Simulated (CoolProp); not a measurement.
The fluid at 298.15 K and 0.16 MPa (gas) is heated at constant pressure to 420.4 K. The same conditions are run with several fluids, on thermodynamics alone (safety and materials aside).

Computed with CoolProp (reference Helmholtz-energy equation of state of each fluid (R142b: Lemmon 2006; isobutene: Lemmon 2005; C2F6 (R116): Lemmon 2006; R507A: Lemmon 2003; n-perfluorobutane: Gao 2022)). Blends and air are pseudo-pure fits.

| fluid | heat (kJ/kg) | final density (kg/m³) |
|---|---|---|
| R142b | … | … |
| isobutene | … | … |
| C2F6 (R116) | … | 6.35 |
| R507A | 119 | 4.56 |
| n-perfluorobutane | 113 | 11.1 |

Task: Some entries are withheld; supply them.

Result: 
- R142b, heat (kJ/kg): 116
- R142b, final density (kg/m³): 4.66
- isobutene, heat (kJ/kg): 227
- isobutene, final density (kg/m³): 2.60
- C2F6 (R116), heat (kJ/kg): 105
